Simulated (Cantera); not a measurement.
Feed: 1 mol AlN, 0.71 mol Cl₂, equilibrated at 773.15 K and 0.128 Torr.

These are equilibrium values from Cantera (NASA tables, ideal gas, pure condensed phases), not measurements of a reactor. Candidate condensed phases: Al, AlCl₃, AlN; 11 gas species. Equilibrium is a limit: real reactors are often held back by kinetics, nucleation or transport.

Base state: AlCl₃ 0.666, N₂ 0.333, Al₂Cl₆ 0.000468 (mole fractions); condensed: AlN(s).

Problem. What changes in the equilibrium state with this change: temperature from 773.15 K to 1250 K?

Solution. 
| species | before | after |
|---|---|---|
| AlCl₃ | 0.666 | 0.645 |
| N₂ | 0.333 | 0.333 |
| AlCl₂ | 5.08e-8 | 0.0139 |
| AlCl | <1e-9 | 0.00726 |
| Al₂Cl₆ | 0.000468 | 4.63e-7 |
| AlN(s), mol | 0.527 | 0.520 |
The tables' values for AlCl₂ are old estimates; treat these amounts as uncertain.

Problem. What changes in the equilibrium state with this change: pressure from 0.128 Torr to 7.50 Torr?

Solution. 
| species | before | after |
|---|---|---|
| AlCl₃ | 0.666 | 0.633 |
| N₂ | 0.333 | 0.342 |
| Al₂Cl₆ | 0.000468 | 0.0249 |
| AlN(s), mol | 0.527 | 0.527 |
